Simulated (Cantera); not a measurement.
What does this Cantera script print?

```python
import numpy as np
import cantera as ct

gas_names = """
    H H2 N NH NH2 NH3 N2 N2H2 N2H4 Si SiH SiH2 SiH3 SiH4 SiN Si2 Si2N Si3
""".split()
cond_names = """
    Si(cr) Si(L) Si3N4(a)
""".split()


# ... load() reads the species with a 1 bar reference pressure and builds the phases ...
atoms = {
    'SiH4': {'Si': 1, 'H': 4},
    'NH3': {'N': 1, 'H': 3},
}
top_T = {'Si3N4(a)': 2400}  # K; cautious upper limits of use, not melting points


# ... equilibrate(T, P, feed) seeds the gas with the atoms and calls Mixture.equilibrate('TP', solver="vcs", rtol=1e-11, max_steps=5000) ...
results = []
feed = {'SiH4': 1, 'NH3': 5.9}  # mol
P = 61000  # Pa
for T in [873, 973, 1073, 1173, 1273, 1373, 1473, 1573, 1673, 1773, 1873, 1973, 2073, 2173]:
    mix = equilibrate(T, P, feed)
    results.append((T, P, feed, dict(zip(mix.species_names, mix.species_moles))))
    x = sorted(zip(gas.X, gas.species_names), reverse=True)
    print(f"T = {T:g} K  P = {P:g} Pa  gas = {mix.phase_moles(0):.4g} mol")
    print("   x: " + "  ".join(f"{s} {v:.3e}" for v, s in x if v > 0.0001))
    print("   condensed (mol): " + ("  ".join(f"{mix.phase(i).name} {mix.phase_moles(i):.4g}"
          for i in range(1, mix.n_phases) if mix.phase_moles(i) > 1e-12) or "none"))
```

Output:

```
T = 873 K  P = 61000 Pa  gas = 13.13 mol
   x: H2 8.259e-01  N2 1.738e-01  NH3 2.895e-04
   condensed (mol): Si3N4(a) 0.3333
T = 973 K  P = 61000 Pa  gas = 13.13 mol
   x: H2 8.261e-01  N2 1.738e-01  NH3 1.336e-04
   condensed (mol): Si3N4(a) 0.3333
T = 1073 K  P = 61000 Pa  gas = 13.13 mol
   x: H2 8.261e-01  N2 1.738e-01
   condensed (mol): Si3N4(a) 0.3333
T = 1173 K  P = 61000 Pa  gas = 13.13 mol
   x: H2 8.261e-01  N2 1.738e-01
   condensed (mol): Si3N4(a) 0.3333
T = 1273 K  P = 61000 Pa  gas = 13.13 mol
   x: H2 8.261e-01  N2 1.738e-01
   condensed (mol): Si3N4(a) 0.3333
T = 1373 K  P = 61000 Pa  gas = 13.13 mol
   x: H2 8.261e-01  N2 1.739e-01
   condensed (mol): Si3N4(a) 0.3333
T = 1473 K  P = 61000 Pa  gas = 13.13 mol
   x: H2 8.261e-01  N2 1.739e-01
   condensed (mol): Si3N4(a) 0.3333
T = 1573 K  P = 61000 Pa  gas = 13.13 mol
   x: H2 8.261e-01  N2 1.739e-01
   condensed (mol): Si3N4(a) 0.3333
T = 1673 K  P = 61000 Pa  gas = 13.13 mol
   x: H2 8.260e-01  N2 1.738e-01  H 1.325e-04
   condensed (mol): Si3N4(a) 0.3333
T = 1773 K  P = 61000 Pa  gas = 13.14 mol
   x: H2 8.258e-01  N2 1.738e-01  H 3.310e-04
   condensed (mol): Si3N4(a) 0.3333
T = 1873 K  P = 61000 Pa  gas = 13.14 mol
   x: H2 8.254e-01  N2 1.738e-01  H 7.508e-04
   condensed (mol): Si3N4(a) 0.3332
T = 1973 K  P = 61000 Pa  gas = 13.38 mol
   x: H2 8.101e-01  N2 1.882e-01  H 1.555e-03
   condensed (mol): Si(L) 0.3488  Si3N4(a) 0.2163
T = 2073 K  P = 61000 Pa  gas = 13.82 mol
   x: H2 7.832e-01  N2 2.134e-01  H 2.980e-03  Si 1.634e-04  SiH2 1.241e-04
   condensed (mol): Si(L) 0.9944
T = 2173 K  P = 61000 Pa  gas = 13.85 mol
   x: H2 7.806e-01  N2 2.130e-01  H 5.459e-03  Si 4.637e-04  SiH2 2.048e-04  SiH 1.493e-04
   condensed (mol): Si(L) 0.9871
```

These are equilibrium values from Cantera (NASA tables, ideal gas, pure condensed phases), not measurements of a reactor. Mutual solubility and eutectic melting of coexisting phases are not modelled. The tables' values for SiN are old estimates; treat these amounts as uncertain. Gases not in the tables: Si2H6 and higher silanes.
